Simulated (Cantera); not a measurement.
Feed: 1 mol SiCl4, 28 mol N2, 2.8 mol H2, held at 0.133 bar.

Equilibrium computed with Cantera from the NASA thermochemical tables; the gas is ideal and each condensed phase is pure. Candidate condensed phases: NH4Cl, Si, Si3N4; 28 gas species. N2 is the only nitrogen source here; it is nearly inert below about 1500 K, so the nitride shown seldom forms there in practice. Equilibrium is a limit: real reactors are often held back by kinetics, nucleation or transport.

**Question.** Which condensed phases are stable at each of these points (T (°C)): 550, 650, 750, 850, 950, 1050, 1150, 1250, 1350, 1450, 1550, 1650, 1750?

**Answer.** 
```csv
T (°C),condensed phases,Si condensed (%)
550,Si3N4(s),67.5
650,Si3N4(s),72.1
750,Si3N4(s),75.5
850,Si3N4(s),78.1
950,Si3N4(s),79.9
1050,Si3N4(s),80.3
1150,Si3N4(s),77.2
1250,Si3N4(s),66.0
1350,Si3N4(s),43.8
1450,Si3N4(s),15.7
1550,gas only,0.0
1650,gas only,0.0
1750,gas only,0.0
```

From 550 °C to 1450 °C the condensed part is Si3N4(s). From 1550 °C to 1750 °C nothing is condensed.
